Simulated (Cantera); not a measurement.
Feed: 1 mol SiC, 0.0044 mol O2, 1.4 mol H2, held at 1425 K and 1050 Torr.

Equilibrium computed with Cantera from the NASA thermochemical tables; the gas is ideal and each condensed phase is pure. Candidate condensed phases: C, C6H6, C7H8, C8H18, H2O, Si, SiC, SiO2; 123 gas species. Mutual solubility and eutectic melting of coexisting phases are not modelled. The tables hold silica as quartz up to 1696 K and as liquid above; real silica turns to tridymite and cristobalite and melts near 1996 K. Rates play no part.

Base state: H2 0.997, CH4 0.00179, CO 0.000905, H2O 1.13e-5, SiO 1.10e-5 (mole fractions); condensed: SiC(s) + SiO2(β-quartz).

Task: What changes in the equilibrium state with this change: SiC replaced by Si3N4?

Result: 
```tsv
species	before	after
H2	0.997	0.998
N2	0	0.00209
SiO	1.10e-5	1.36e-8
CH4	0.00179	0
CO	0.000905	0
H2O	1.13e-5	9.70e-9
SiC(s), mol	0.996	0
SiO2(β-quartz), mol	0.00375	0
Si2N2O(s), mol	0	0.00880
Si3N4(s), mol	0	0.994
```
Further candidate phases: Si2N2O, Si3N4.

Task: What changes in the equilibrium state with this change: pressure from 1050 Torr to 353 Torr?

Result: 
```
species                before     after
-------------------  --------  --------
H2                      0.997     0.998
CO                   0.000905   0.00180
CH4                   0.00179  0.000458
SiO                   1.10e-5   3.75e-5
H2O                   1.13e-5   9.85e-6
SiC(s), mol             0.996     0.997
SiO2(β-quartz), mol   0.00375   0.00311
```
